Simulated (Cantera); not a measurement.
A closed system holds: 1 mol TiO₂, 3.2 mol C, 1.1 mol H₂, equilibrated at 0.133 bar.

These are equilibrium values from Cantera (NASA tables, ideal gas, pure condensed phases), not measurements of a reactor. Candidate condensed phases: C, C₆H₆, C₇H₈, C₈H₁₈, H₂O, Ti, TiC, TiO, TiO₂, Ti₂O₃, Ti₃O₅, Ti₄O₇; 113 gas species. TiC: taken at fixed stoichiometry. The numbers say what is thermodynamically allowed, not how fast it happens.

Task: At 1550 °C, list the 5 most abundant gas species with their mole fractions, and the condensed phases.

Result: CO 0.645, H₂ 0.354, H 0.000706, C₂H₂ (acetylene) 7.49e-5, CH₄ 1.19e-5. Condensed: C(graphite) + TiC(s).
